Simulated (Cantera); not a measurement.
Charge: 1 mol Fe, 10 mol CO2, 0.41 mol CO, 0.51 mol H2S, at 1475 K and 65.0 mbar.

Method: chemical equilibrium by Gibbs-energy minimisation in Cantera with the NASA 1993 tables (ideal gas, pure condensed phases). The tables' stoichiometric FeO is somewhat more stable than real wüstite, so its field is too wide. FeO: taken at fixed stoichiometry. Equilibrium is a limit: real reactors are often held back by kinetics, nucleation or transport.

| species | before | after |
|---|---|---|
| CO2 | 0.691 | 0.660 |
| CO | 0.226 | 0.251 |
| SO2 | 0.0310 | 0.0428 |
| H2O | 0.0393 | 0.0405 |
| Fe | 7.22e-8 | 2.06e-5 |
| S2 | 0.00596 | 6.07e-5 |
| OH | 7.29e-7 | 5.91e-5 |
| H2S | 0.000418 | 8.67e-6 |
| COS | 0.000604 | 1.89e-5 |
| S2O | 9.58e-5 | 3.40e-6 |
| H | 3.66e-6 | 8.92e-5 |
| FeO(s), mol | 1.000 | 0 |
| FeO(l), mol | 0 | 1.000 |
Gas species are given as mole fractions.

Task: What was changed between the two runs?
A) temperature from 1475 K to 1800 K
B) pressure from 65.0 mbar to 1.00 bar
C) CO2 from 10 to 0.027 mol
D) CO2 from 10 to 0.08 mol

Result: A, temperature from 1475 K to 1800 K
